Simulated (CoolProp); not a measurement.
Vapour-liquid equilibrium of R1234ze(E) (1) + n-pentane (2) at 10.45 °C; x and y are mole fractions of (1).

Computed with CoolProp (multi-fluid Helmholtz-energy mixture model, Thol 2016 and Thol 2019; pair parameters Bell 2016).

```csv
x,"bubble pressure, mixture model (MPa)","bubble pressure, Raoult's law (MPa)","y, mixture model","y, Raoult's law"
0.05,…,0.05229,…,0.299
0.125,0.1237,0.07288,0.712,0.537
0.2,0.1615,0.09347,0.791,0.670
0.275,0.1907,0.1141,0.831,0.755
0.35,0.2129,0.1346,…,0.814
0.425,0.2297,0.1552,0.873,0.857
0.5,0.2429,0.1758,0.886,0.890
0.575,0.2538,0.1964,0.897,0.917
0.65,0.2634,0.2170,…,0.938
0.725,0.2729,0.2376,0.918,0.955
0.8,0.2827,0.2582,0.932,0.970
0.875,0.2934,0.2788,0.951,0.983
0.95,0.3051,0.2994,0.976,0.994
```

What belongs in the gaps?


- 0.05, bubble pressure, mixture model (MPa): 0.07612
- 0.05, y, mixture model: 0.509
- 0.35, y, mixture model: 0.856
- 0.65, y, mixture model: 0.907

The largest gap from Raoult's law is +72.8 % in bubble pressure, at x = 0.2. No azeotrope shows between x = 0.05 and 0.95.

The pair parameters rest on a limited set of measurements; away from them the model extrapolates. With so large a gap from Raoult's law the liquid may split in two, which this calculation doesn't test in full.
